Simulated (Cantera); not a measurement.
An adiabatic, constant-pressure homogeneous reactor starts with 11.8 % H₂, 18.5 % O₂, 69.7 % N₂, equivalence ratio 0.32, at 1600 K and 10.0 bar.

Detailed kinetics in Cantera: the H2/O2 subset of GRI-Mech 3.0, which has no nitrogen chemistry. The hydrogen kinetics of GRI-Mech 3.0 are dated; newer H2 mechanisms differ, most at raised pressure.

Q: Predict: time of steepest temperature rise; temperature at 4.00 s; equilibrium temperature; x(H₂) at 4.00 s; x(O₂) at 4.00 s; x(OH) at 4.00 s; x(H₂O₂) at 4.00 s; x(H₂O) at 4.00 s; x(O) at 4.00 s.

A: 
- time of steepest temperature rise: 1.27 µs
- temperature at 4.00 s: 2393 K
- equilibrium temperature: 2393 K
- x(H₂) at 4.00 s: 0.000372 (gas-phase equilibrium 0.000372)
- x(O₂) at 4.00 s: 0.132 (gas-phase equilibrium 0.132)
- x(OH) at 4.00 s: 0.00566 (gas-phase equilibrium 0.00566)
- x(H₂O₂) at 4.00 s: 7.79e-7 (gas-phase equilibrium 7.79e-7)
- x(H₂O) at 4.00 s: 0.122 (gas-phase equilibrium 0.122)
- x(O) at 4.00 s: 0.000964 (gas-phase equilibrium 0.000964)
